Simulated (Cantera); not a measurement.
What does this Cantera script print?

```python
import numpy as np
import cantera as ct

gas_names = """
    F F2 N NF NF2 NF3 N2 Si SiF SiF2 SiF3 SiF4 SiN Si2 Si2N Si3
""".split()
cond_names = """
    Si(cr) Si(L) Si3N4(a)
""".split()


# ... load() reads the species with a 1 bar reference pressure and builds the phases ...
atoms = {
    'Si3N4': {'Si': 3, 'N': 4},
    'F2': {'F': 2},
    'N2': {'N': 2},
}
top_T = {'Si3N4(a)': 2400}  # K; cautious upper limits of use, not melting points


# ... equilibrate(T, P, feed) seeds the gas with the atoms and calls Mixture.equilibrate('TP', solver="vcs", rtol=1e-11, max_steps=5000) ...
results = []
feed = {'Si3N4': 1, 'F2': 17, 'N2': 6.9}  # mol
T = 1300  # K
P = 1.3  # Pa
mix = equilibrate(T, P, feed)
results.append((T, P, feed, dict(zip(mix.species_names, mix.species_moles))))
print(gas.report(threshold=1e-06))
for i in range(1, mix.n_phases):
    print(f"{mix.phase(i).name:16s} {mix.phase_moles(i):12.5e} mol")
```

It prints:

```
       temperature   1300 K
          pressure   1.3 Pa
           density   3.4752e-06 kg/m^3
  mean mol. weight   28.895 kg/kmol
   phase of matter   gas

                          1 kg             1 kmol
                     ---------------   ---------------
          enthalpy       -2.0946e+06       -6.0524e+07  J
   internal energy       -2.4687e+06       -7.1333e+07  J
           entropy             11206         3.238e+05  J/K
    Gibbs function       -1.6663e+07       -4.8147e+08  J
 heat capacity c_p            1102.8             31866  J/K
 heat capacity c_v            815.08             23552  J/K

                      mass frac. Y      mole frac. X     chem. pot. / RT
                     ---------------   ---------------   ---------------
                 F           0.42669           0.64896           -25.296
                F2        7.5659e-06        5.7535e-06           -50.592
                N2           0.25454           0.26254           -38.171
              SiF4           0.31876          0.088496            -204.6
     [  +12 minor]        9.0359e-12        5.8594e-12

Si(cr)            0.00000e+00 mol
Si3N4(a)          0.00000e+00 mol
```

Cantera equilibrium calculation (NASA polynomials, part measured and part estimated; ideal gas, pure solids and liquids).
